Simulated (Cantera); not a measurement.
# Thermodynamics of silicon carbide growth, feed SiHCl₃ + C₃H₈ + H₂

A closed system holds: 1 mol SiHCl₃, 0.14 mol C₃H₈, 5.3 mol H₂, at 13300 Pa.

These are equilibrium values from Cantera (NASA tables, ideal gas, pure condensed phases), not measurements of a reactor. Candidate condensed phases: C, C₆H₆, C₇H₈, C₈H₁₈, Si, SiC; 109 gas species. The tables' values for SiCl₃, SiCl are old estimates; treat these amounts as uncertain. Gases not in the tables: Si₂H₆ and higher silanes. Equilibrium is a limit: real reactors are often held back by kinetics, nucleation or transport.

From 1150 °C to 2050 °C the condensed part is SiC(s). The main Si-bearing gas is SiCl₂ throughout.

```json
[
 {"T (°C)": "1150", "x H₂": "0.737", "x HCl": "0.187", "x SiCl₂": "0.0396", "x H": "1.56e-5", "x SiCl₄": "0.0176", "x SiCl₃": "0.0133", "n SiC(s)": "0.420"},
 {"T (°C)": "1250", "x H₂": "0.714", "x HCl": "0.211", "x SiCl₂": "0.0551", "x H": "5.35e-5", "x SiCl₄": "0.00637", "x SiCl₃": "0.0108", "n SiC(s)": "0.420"},
 {"T (°C)": "1350", "x H₂": "0.702", "x HCl": "0.223", "x SiCl₂": "0.0637", "x H": "0.000159", "x SiCl₄": "0.00203", "x SiCl₃": "0.00744", "n SiC(s)": "0.420"},
 {"T (°C)": "1450", "x H₂": "0.697", "x HCl": "0.228", "x SiCl₂": "0.0680", "x H": "0.000417", "x SiCl₄": "0.000658", "x SiCl₃": "0.00488", "n SiC(s)": "0.420"},
 {"T (°C)": "1550", "x H₂": "0.694", "x HCl": "0.230", "x SiCl₂": "0.0701", "x H": "0.000989", "x SiCl₄": "0.000231", "x SiCl₃": "0.00323", "n SiC(s)": "0.420"},
 {"T (°C)": "1650", "x H₂": "0.692", "x HCl": "0.231", "x SiCl₂": "0.0711", "x H": "0.00215", "x SiCl₄": "8.85e-5", "x SiCl₃": "0.00220", "n SiC(s)": "0.420"},
 {"T (°C)": "1750", "x H₂": "0.689", "x HCl": "0.232", "x SiCl₂": "0.0713", "x H": "0.00432", "x SiCl₄": "3.70e-5", "x SiCl₃": "0.00154", "n SiC(s)": "0.420"},
 {"T (°C)": "1850", "x H₂": "0.684", "x HCl": "0.232", "x SiCl₂": "0.0706", "x H": "0.00813", "x SiCl₄": "1.67e-5", "x SiCl₃": "0.00111", "n SiC(s)": "0.419"},
 {"T (°C)": "1950", "x H₂": "0.676", "x HCl": "0.232", "x SiCl₂": "0.0686", "x H": "0.0144", "x SiCl₄": "8.00e-6", "x SiCl₃": "0.000805", "n SiC(s)": "0.417"},
 {"T (°C)": "2050", "x H₂": "0.662", "x HCl": "0.234", "x SiCl₂": "0.0644", "x H": "0.0243", "x SiCl₄": "4.03e-6", "x SiCl₃": "0.000587", "n SiC(s)": "0.410"}
]
```
x: gas mole fraction; n: condensed amount in mol.
